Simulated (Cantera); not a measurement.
Feed: 1 mol B2H6, 0.43 mol O2, held at 40.0 Pa.

These are equilibrium values from Cantera (NASA tables, ideal gas, pure condensed phases), not measurements of a reactor. Candidate condensed phases: B, B2O3, B3O3H3, H2O; 23 gas species. The feed counts by its element totals alone. The tables' values for BH2 are old estimates; treat these amounts as uncertain. Equilibrium is a limit: real reactors are often held back by kinetics, nucleation or transport. All values below are at 1527 °C.

Base state: H2 0.792, HBO 0.103, B2O2 0.0508, BO 0.0369, H 0.0159, B2O3 0.000735, B2O 0.000306, HBO2 0.000197 (mole fractions); condensed: B(s).

### Question
What changes in the equilibrium state with this change: O2 from 0.43 to 0.9 mol?

### Answer
```json
[
 {"species": "H2", "before": "0.792", "after": "0.664"},
 {"species": "HBO", "before": "0.103", "after": "0.144"},
 {"species": "B2O2", "before": "0.0508", "after": "0.118"},
 {"species": "BO", "before": "0.0369", "after": "0.0563"},
 {"species": "H", "before": "0.0159", "after": "0.0146"},
 {"species": "B2O3", "before": "0.000735", "after": "0.00261"},
 {"species": "HBO2", "before": "0.000197", "after": "0.000421"},
 {"species": "B2O", "before": "0.000306", "after": "0.000468"},
 {"species": "BH2", "before": "0.000103", "after": "8.63e-5"},
 {"species": "B(s), mol", "before": "1.14", "after": "0.210"}
]
```
